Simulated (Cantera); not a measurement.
## Carbon deposition, reforming and gasification: C3H6 + CO2 + H2

Input: 1 mol C3H6, 0.51 mol CO2, 1.3 mol H2, held at 10.0 mbar.

These are equilibrium values from Cantera (NASA tables, ideal gas, pure condensed phases), not measurements of a reactor. Candidate condensed phases: C, C6H6, C7H8, C8H18, H2O; 110 gas species. Equilibrium is a limit: real reactors are often held back by kinetics, nucleation or transport.

```
T (K)   x H2   x CO       x H     x H2O     x CH4  x C2H2 (acetylene)     x CO2     x CH3  n C(graphite)
-----  -----  -----  --------  --------  --------  ------------------  --------  --------  -------------
948    0.807  0.190   4.71e-9   0.00148   0.00112            2.09e-10  0.000630  1.09e-10           2.50
1048   0.808  0.191   6.94e-8  0.000289  0.000381             3.18e-9   8.13e-5  5.83e-10           2.49
1148   0.808  0.192   6.44e-7   7.45e-5  0.000155             3.00e-8   1.49e-5   2.31e-9           2.49
1248   0.808  0.192   4.20e-6   2.38e-5   7.28e-5             1.97e-7   3.63e-6   7.33e-9           2.49
1348   0.808  0.192   2.08e-5   9.04e-6   3.81e-5             9.72e-7   1.10e-6   1.95e-8           2.49
1448   0.808  0.192   8.29e-5   3.93e-6   2.18e-5             3.84e-6   3.93e-7   4.50e-8           2.49
1548   0.808  0.192  0.000277   1.90e-6   1.34e-5             1.27e-5   1.62e-7   9.32e-8           2.49
1648   0.807  0.192  0.000800   1.01e-6   8.73e-6             3.61e-5   7.46e-8   1.76e-7           2.49
1748   0.806  0.192   0.00205   5.74e-7   5.98e-6             9.10e-5   3.78e-8   3.09e-7           2.49
1848   0.804  0.191   0.00475   3.48e-7   4.26e-6            0.000207   2.06e-8   5.07e-7           2.49
1948   0.799  0.191    0.0101   2.21e-7   3.12e-6            0.000430   1.20e-8   7.86e-7           2.49
2048   0.789  0.190    0.0199   1.46e-7   2.34e-6            0.000828   7.37e-9   1.16e-6           2.48
```
x: gas mole fraction; n: condensed amount in mol.

From 948 K to 2048 K the condensed part is C(graphite). The main C-bearing gas is CO throughout.
